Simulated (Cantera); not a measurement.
Cantera run:

```python
import numpy as np
import cantera as ct

gas_names = [...]  # 93 gases of nasa_gas.yaml made of C, H, N, Ti
cond_names = """
    C(gr) C6H6(L) C7H8(L) C8H18(L),n-octa Ti(a) Ti(b) Ti(L) TiC(s) TiC(L) TiN(s) TiN(L)
""".split()


# ... load() reads the species with a 1 bar reference pressure and builds the phases ...
atoms = {
    'Ti(NMe2)4': {'Ti': 1, 'C': 8, 'H': 24, 'N': 4},
    'NH3': {'N': 1, 'H': 3},
}
top_T = {'C(gr)': 4500}  # K; cautious upper limits of use, not melting points


# ... equilibrate(T, P, feed) seeds the gas with the atoms and calls Mixture.equilibrate('TP', solver="vcs", rtol=1e-11, max_steps=5000) ...
results = []
feed = {'Ti(NMe2)4': 1, 'NH3': 6.9}  # mol
T = 1725  # K
P = 620  # Pa
mix = equilibrate(T, P, feed)
results.append((T, P, feed, dict(zip(mix.species_names, mix.species_moles))))
x = sorted(zip(gas.X, gas.species_names), reverse=True)
print(f"T = {T:g} K  P = {P:g} Pa  gas = {mix.phase_moles(0):.4g} mol")
print("   x: " + "  ".join(f"{s} {v:.3e}" for v, s in x if v > 0.001))
print("   condensed (mol): " + ("  ".join(f"{mix.phase(i).name} {mix.phase_moles(i):.4g}"
      for i in range(1, mix.n_phases) if mix.phase_moles(i) > 1e-12) or "none"))
```

Result:

```
T = 1725 K  P = 620 Pa  gas = 27.83 mol
   x: H2 8.011e-01  N2 1.950e-01  H 2.111e-03  HCN 1.657e-03
   condensed (mol): C(gr) 6.948  TiC(s) 1
```

Method: chemical equilibrium by Gibbs-energy minimisation in Cantera with the NASA 1993 tables (ideal gas, pure condensed phases). The feed counts by its element totals alone. TiC: taken at fixed stoichiometry.
